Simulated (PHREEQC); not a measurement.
PHREEQC input (ion-association model, wateq4f.dat):

```
SOLUTION_MASTER_SPECIES
  An  An-  0  An  62.0  # stands for a non-complexing anion
SOLUTION_SPECIES
  An- = An-
    -log_k 0
    -gamma 3.0 0
PHASES
  Fix_H+
    H+ = H+
    -log_k 0
SOLUTION 1
  temp 25
  units mmol/kgw
  pH 7 charge
  Na 100
  An 100
END
SELECTED_OUTPUT 1
  -reset false
  -pH true
  -pe true
  -ionic_strength true
  -water true
  -totals Na
  -molalities Hfo_wOH Hfo_wOH2+ Hfo_wO- Hfo_sOH Hfo_sOH2+ Hfo_sO-
USER_PUNCH 1
  -headings sigma psi
  10 PUNCH EDL("sigma", "Hfo"), EDL("psi", "Hfo")
PRINT
  -reset false
USE solution 1
SURFACE 1
  Hfo_wOH 0.000119101 600 0.053
  Hfo_sOH 2.97753e-06
EQUILIBRIUM_PHASES 1
  Fix_H+ -4 HAn 10
    -force_equality true
  O2(g) -0.68 10
END
# ... the last block is repeated for the other 16 points of pH, with NaOH or the acid as the point needs
```

Selected output (columns that matter, 17 of 17 rows; pH added in front):

```
pH	mu	Na	m_Hfo_wOH	m_Hfo_wOH2+	m_Hfo_wO-	m_Hfo_sOH	m_Hfo_sOH2+	m_Hfo_sO-	sigma	psi
4	0.10017	0.1	1.5888e-05	0.00010316	5.6059e-08	3.972e-07	2.5789e-06	1.4015e-09	0.32067	0.14656
4.5	0.10008	0.1	3.0998e-05	8.7853e-05	2.5056e-07	7.7495e-07	2.1963e-06	6.264e-09	0.27246	0.13828
5	0.10005	0.1	4.8563e-05	6.9763e-05	7.7445e-07	1.2141e-06	1.7441e-06	1.9361e-08	0.21457	0.12616
5.5	0.10003	0.1	6.4456e-05	5.2844e-05	1.8011e-06	1.6114e-06	1.3211e-06	4.5027e-08	0.15876	0.11099
6	0.10002	0.1	7.6464e-05	3.9222e-05	3.4149e-06	1.9116e-06	9.8056e-07	8.5373e-08	0.11137	0.093462
6.5	0.10001	0.1	8.4271e-05	2.9272e-05	5.5579e-06	2.1068e-06	7.318e-07	1.3895e-07	0.073756	0.073899
7	0.10001	0.1	8.8644e-05	2.2432e-05	8.0248e-06	2.2161e-06	5.608e-07	2.0062e-07	0.04481	0.052459
7.5	0.1	0.1	9.0711e-05	1.7799e-05	1.0591e-05	2.2678e-06	4.4498e-07	2.6477e-07	0.022419	0.029416
8	0.1	0.1	9.1404e-05	1.4471e-05	1.3226e-05	2.2851e-06	3.6177e-07	3.3066e-07	0.0038712	0.0053519
8.5	0.10001	0.10001	9.1147e-05	1.1732e-05	1.6222e-05	2.2787e-06	2.9331e-07	4.0555e-07	-0.013963	-0.018909
9	0.10002	0.10002	8.9773e-05	9.1499e-06	2.0178e-05	2.2443e-06	2.2875e-07	5.0445e-07	-0.0343	-0.04249
9.5	0.10005	0.10006	8.6551e-05	6.6179e-06	2.5932e-05	2.1638e-06	1.6545e-07	6.4829e-07	-0.06007	-0.064684
10	0.10015	0.10016	8.0379e-05	4.2998e-06	3.4422e-05	2.0095e-06	1.0749e-07	8.6056e-07	-0.093688	-0.085084
10.5	0.10044	0.10046	7.0229e-05	2.4331e-06	4.6439e-05	1.7557e-06	6.0826e-08	1.161e-06	-0.13687	-0.1035
11	0.10134	0.10137	5.5767e-05	1.1456e-06	6.2188e-05	1.3942e-06	2.8641e-08	1.5547e-06	-0.18986	-0.11965
11.5	0.1042	0.10424	3.808e-05	4.1211e-07	8.0609e-05	9.52e-07	1.0303e-08	2.0152e-06	-0.24943	-0.13276
12	0.11331	0.11336	2.0383e-05	9.6513e-08	9.8621e-05	5.0959e-07	2.4128e-09	2.4655e-06	-0.30644	-0.14111
```
